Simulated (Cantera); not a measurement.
An adiabatic, constant-pressure homogeneous reactor starts with 9.48 % CH₄, 19.0 % O₂, 71.3 % N₂, 0.303 % C₂H₆, at 1750 K and 1.40 bar.

Cantera simulation using GRI-Mech 3.0 (53 species, 325 reactions); the numbers are that mechanism's predictions, not measurements.

One state of this run: T (K) = 2858; x CH₄ = <1e-12; x O₂ = 0.0174; x CO = 0.0525; x C₂H = <1e-12; x N₂O = 6.45e-7. x: mole fraction; the columns are a selection and need not sum to one.

Q: Which value of t (s) does it belong to?
A. 1.00e-6
B. 2.64e-6
C. 0.000128
D. 0.300

A: D, 0.300
